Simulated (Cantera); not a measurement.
A closed system holds: 1 mol C6H6, 5.1 mol CO2, 2.4 mol N2, 0.77 mol NH3, held at 12.0 bar.

Equilibrium computed with Cantera from the NASA thermochemical tables; the gas is ideal and each condensed phase is pure. Candidate condensed phases: C, C6H6, C7H8, C8H18, H2O; 136 gas species. The numbers say what is thermodynamically allowed, not how fast it happens.

x: gas mole fraction; n: condensed amount in mol.

| T (K) | x CO | x H2 | x N2 | x HCN | x H2O | n C(graphite) |
|---|---|---|---|---|---|---|
| 1648 | 0.594 | 0.240 | 0.163 | 0.000539 | 0.00111 | 0.908 |
| 1698 | 0.594 | 0.240 | 0.162 | (withheld) | (withheld) | 0.898 |
| 1748 | 0.595 | 0.240 | 0.162 | 0.000934 | 0.000638 | 0.890 |
| 1798 | 0.595 | 0.240 | 0.162 | 0.00120 | 0.000494 | 0.882 |
| 1848 | 0.595 | 0.240 | 0.162 | 0.00152 | 0.000388 | 0.873 |
| 1898 | 0.595 | 0.240 | 0.162 | (withheld) | (withheld) | 0.864 |
| 1948 | 0.595 | 0.240 | 0.161 | 0.00235 | 0.000249 | 0.854 |
| 1998 | 0.595 | 0.240 | 0.161 | 0.00288 | 0.000202 | 0.842 |
| 2048 | 0.595 | 0.240 | 0.161 | 0.00348 | 0.000166 | 0.828 |
| 2098 | 0.595 | 0.239 | 0.160 | 0.00417 | 0.000138 | 0.811 |

Some entries are withheld; supply them.


- 1698, x HCN: 0.000716
- 1698, x H2O: 0.000836
- 1898, x HCN: 0.00190
- 1898, x H2O: 0.000309
